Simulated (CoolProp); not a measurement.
CH2F2 (R32) along the isobar 17.2 MPa: density (kg/m³) from the reference equation and from simpler models built on Tc = 351.3 K, pc = 5.783 MPa, ω = 0.277; each cubic takes its own stable root.

Computed with CoolProp (reference Helmholtz-energy equation of state, Tillner-Roth 1997).

```json
[
 {"T (K)": "302", "phase": "liquid", "reference": "1022", "van der Waals": "580.1", "Redlich-Kwong": "780.2", "Peng-Robinson": "901.5"},
 {"T (K)": "318.6", "phase": "liquid", "reference": "968.4", "van der Waals": "561.3", "Redlich-Kwong": "739.8", "Peng-Robinson": "848.8"},
 {"T (K)": "335.3", "phase": "liquid", "reference": "910.2", "van der Waals": "…", "Redlich-Kwong": "696.7", "Peng-Robinson": "…"},
 {"T (K)": "351.9", "phase": "supercritical", "reference": "846.3", "van der Waals": "520.6", "Redlich-Kwong": "651.2", "Peng-Robinson": "724.3"},
 {"T (K)": "368.5", "phase": "supercritical", "reference": "774.4", "van der Waals": "498.7", "Redlich-Kwong": "603.1", "Peng-Robinson": "652.8"},
 {"T (K)": "385.1", "phase": "supercritical", "reference": "693.2", "van der Waals": "475.5", "Redlich-Kwong": "553.1", "Peng-Robinson": "577.5"},
 {"T (K)": "401.8", "phase": "supercritical", "reference": "604.1", "van der Waals": "450.9", "Redlich-Kwong": "…", "Peng-Robinson": "503.3"},
 {"T (K)": "418.4", "phase": "supercritical", "reference": "516.9", "van der Waals": "425.5", "Redlich-Kwong": "452.6", "Peng-Robinson": "437.8"},
 {"T (K)": "435", "phase": "supercritical", "reference": "442.5", "van der Waals": "399.3", "Redlich-Kwong": "407.2", "Peng-Robinson": "384.5"}
]
```

Task: Some entries are withheld; supply them.

Result: 
- 335.3, van der Waals: 541.5
- 335.3, Peng-Robinson: 789.6
- 401.8, Redlich-Kwong: 502.0
